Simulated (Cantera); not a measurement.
# Stirred combustor or abatement burner

A perfectly stirred reactor is fed with CH4 : C2H6 : O2 : N2 = 1 : 0.71 : 3.74 : 28.8 (molar parts), equivalence ratio 1.2, at 0.860 bar; it is adiabatic with a 323 K inlet, and is followed from long to short residence time, starting on the burning branch (τ in s: 0.33, 0.13, 0.055, 0.023, 0.0094, 0.0039, 0.0016, 0.00066, 0.00027, 0.00011, 4.7e-05).

Cantera simulation using GRI-Mech 3.0 (53 species, 325 reactions); the numbers are that mechanism's predictions, not measurements.

```
τ (s)    T (K)     x CH4   x C2H6      x O2     x CH3    x C2H2   x H2O2      x O
-------  -----  --------  -------  --------  --------  --------  -------  -------
0.33      1508  0.000805  1.68e-5  0.000942   5.62e-5  0.000717  4.45e-9  6.61e-7
0.13      1500  0.000826  2.69e-5   0.00152   7.99e-5  0.000647  8.30e-9  1.64e-6
0.055     1486  0.000926  4.37e-5   0.00250  0.000110  0.000555  1.53e-8  3.77e-6
0.023     1454   0.00124  8.47e-5   0.00476  0.000153  0.000435  3.34e-8  8.37e-6
0.0094     323    0.0292   0.0207     0.109    <1e-12    <1e-12   <1e-12   <1e-12
0.0039     323    0.0292   0.0207     0.109    <1e-12    <1e-12   <1e-12   <1e-12
0.0016     323    0.0292   0.0207     0.109    <1e-12    <1e-12   <1e-12   <1e-12
0.00066    323    0.0292   0.0207     0.109    <1e-12    <1e-12   <1e-12   <1e-12
0.00027    323    0.0292   0.0207     0.109    <1e-12    <1e-12   <1e-12   <1e-12
0.00011    323    0.0292   0.0207     0.109    <1e-12    <1e-12   <1e-12   <1e-12
4.7e-5     323    0.0292   0.0207     0.109    <1e-12    <1e-12   <1e-12   <1e-12
```
x: mole fraction; the columns are a selection and need not sum to one.
